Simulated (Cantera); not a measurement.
A closed system holds: 1 mol PbO, 0.28 mol H₂O, 0.47 mol H₂, held at 1200 K and 82.0 mbar.

These are equilibrium values from Cantera (NASA tables, ideal gas, pure condensed phases), not measurements of a reactor. Candidate condensed phases: H₂O, Pb, PbO, PbO₂, Pb₃O₄; 12 gas species. Each liquid is taken as pure. Mutual solubility and eutectic melting of coexisting phases are not modelled. Rates play no part.

Base state: H₂O 0.991, Pb 0.00784, PbO 0.000832, H₂ 0.000301 (mole fractions); condensed: Pb(l) + PbO(l).

**Question.** What changes in the equilibrium state with this change: temperature from 1200 K to 1075 K?

**Answer.** 
| species | before | after |
|---|---|---|
| H₂O | 0.991 | 0.999 |
| Pb | 0.00784 | 0.000926 |
| H₂ | 0.000301 | 0.000190 |
| PbO | 0.000832 | 3.76e-5 |
| Pb(l), mol | 0.464 | 0.469 |
| PbO(l), mol | 0.530 | 0 |
| PbO(yellow), mol | 0 | 0.530 |
